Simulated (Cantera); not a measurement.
**Equilibrium for silicon carbide growth: SiH2Cl2 + C3H8 + H2**

Feed: 1 mol SiH2Cl2, 0.0052 mol C3H8, 57 mol H2, held at 875 °C and 10.0 mbar.

Cantera equilibrium calculation (NASA polynomials, part measured and part estimated; ideal gas, pure solids and liquids). Candidate condensed phases: C, C6H6, C7H8, C8H18, Si, SiC; 109 gas species. Mutual solubility and eutectic melting of coexisting phases are not modelled. The tables' values for SiCl3 are old estimates; treat these amounts as uncertain. Rates play no part.

The x(H2) is 0.970 and the x(HCl) comes out as 0.0275. The x(SiCl2) is 0.00171. The x(SiCl4) is 0.000362 and the x(SiHCl3) is 0.000256. The x(SiCl3) is 0.000237, the x(SiH2Cl2) is 2.27e-5 and the n(Si(s)) is 0.832 mol. The n(SiC(s)) comes out as 0.0156 mol and the gas amount comes out as 58.98 mol. The log10 activity of C(graphite) (absent) is -2.92.
